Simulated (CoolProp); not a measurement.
CH2F2 (R32) at 293.15 K and 2.33 MPa is throttled through a valve to 0.962 MPa with no heat exchange. Each further row changes one setting.

Computed with CoolProp (reference Helmholtz-energy equation of state, Tillner-Roth 1997).

```tsv
case	temperature change (K)	final phase	final density (kg/m³)
as stated	?	two-phase, vapour fraction 0.086	239
outlet pressure 0.289 MPa	?	two-phase, vapour fraction 0.237	33.2
outlet pressure 1.25 MPa	-5.8	?	495
```

Task: Complete the blanks.

Result: 
- as stated, temperature change (K): -14.6
- outlet pressure 0.289 MPa, temperature change (K): -48.7
- outlet pressure 1.25 MPa, final phase: two-phase, vapour fraction 0.036
